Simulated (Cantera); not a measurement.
Input (Python, Cantera) and output of one run.

```python
import numpy as np
import cantera as ct

gas_names = """
    CL CL2 H HCL H2 Si SiCL SiCL2 SiCL3 SiCL4 SiH SiHCL3 SiH2 SiH2CL2 SiH3 SiH3CL SiH4 Si2 Si3
""".split()
cond_names = """
    Si(cr) Si(L)
""".split()


# ... load() reads the species with a 1 bar reference pressure and builds the phases ...
atoms = {
    'Si': {'Si': 1},
    'HCl': {'H': 1, 'CL': 1},
    'H2': {'H': 2},
}
top_T = {}  # K; cautious upper limits of use, not melting points


# ... equilibrate(T, P, feed) seeds the gas with the atoms and calls Mixture.equilibrate('TP', solver="vcs", rtol=1e-11, max_steps=5000) ...
results = []
feed = {'Si': 1, 'HCl': 1.2, 'H2': 10}  # mol
P = 101325  # Pa
for T in [573, 773, 973, 1173, 1373, 1573, 1773]:
    mix = equilibrate(T, P, feed)
    results.append((T, P, feed, dict(zip(mix.species_names, mix.species_moles))))
    x = sorted(zip(gas.X, gas.species_names), reverse=True)
    print(f"T = {T:g} K  P = {P:g} Pa  gas = {mix.phase_moles(0):.4g} mol")
    print("   x: " + "  ".join(f"{s} {v:.3e}" for v, s in x if v > 1e-06))
    print("   condensed (mol): " + ("  ".join(f"{mix.phase(i).name} {mix.phase_moles(i):.4g}"
          for i in range(1, mix.n_phases) if mix.phase_moles(i) > 1e-12) or "none"))
```

It prints:

```
T = 573 K  P = 101325 Pa  gas = 10.85 mol
   x: H2 9.678e-01  SiHCL3 1.661e-02  SiCL4 1.475e-02  SiH2CL2 8.575e-04  HCL 1.213e-05  SiH3CL 8.376e-06
   condensed (mol): Si(cr) 0.6502
T = 773 K  P = 101325 Pa  gas = 10.85 mol
   x: H2 9.674e-01  SiHCL3 1.541e-02  SiCL4 1.533e-02  SiH2CL2 1.191e-03  HCL 6.055e-04  SiH3CL 2.083e-05  SiCL3 6.133e-06
   condensed (mol): Si(cr) 0.6532
T = 973 K  P = 101325 Pa  gas = 10.87 mol
   x: H2 9.638e-01  SiCL4 1.489e-02  SiHCL3 1.388e-02  HCL 5.811e-03  SiH2CL2 1.351e-03  SiCL3 1.710e-04  SiCL2 5.632e-05  SiH3CL 3.321e-05
   condensed (mol): Si(cr) 0.6697
T = 1173 K  P = 101325 Pa  gas = 10.94 mol
   x: H2 9.505e-01  HCL 2.370e-02  SiCL4 1.132e-02  SiHCL3 1.058e-02  SiCL2 1.345e-03  SiH2CL2 1.265e-03  SiCL3 1.242e-03  SiH3CL 4.108e-05
   condensed (mol): Si(cr) 0.7179
T = 1373 K  P = 101325 Pa  gas = 11.08 mol
   x: H2 9.279e-01  HCL 5.155e-02  SiCL2 8.239e-03  SiHCL3 4.689e-03  SiCL4 4.119e-03  SiCL3 2.709e-03  SiH2CL2 7.900e-04  SiH3CL 3.805e-05  H 3.187e-06
   condensed (mol): Si(cr) 0.7719
T = 1573 K  P = 101325 Pa  gas = 11.17 mol
   x: H2 9.154e-01  HCL 6.532e-02  SiCL2 1.578e-02  SiCL3 1.727e-03  SiHCL3 9.239e-04  SiCL4 4.973e-04  SiH2CL2 2.831e-04  H 3.865e-05  SiH3CL 2.579e-05  SiH2 3.359e-06  CL 2.192e-06  SiCL 1.504e-06
   condensed (mol): Si(cr) 0.785
T = 1773 K  P = 101325 Pa  gas = 11.19 mol
   x: H2 9.117e-01  HCL 6.980e-02  SiCL2 1.717e-02  SiCL3 7.196e-04  H 2.698e-04  SiHCL3 1.569e-04  SiH2CL2 8.625e-05  SiCL4 5.122e-05  SiH2 2.250e-05  CL 1.588e-05  SiCL 1.576e-05  SiH3CL 1.454e-05  SiH 2.494e-06  Si 2.102e-06
   condensed (mol): Si(L) 0.7958
```

Cantera equilibrium calculation (NASA polynomials, part measured and part estimated; ideal gas, pure solids and liquids). The tables' values for SiCl3, SiCl are old estimates; treat these amounts as uncertain. Gases not in the tables: Si2H6 and higher silanes.
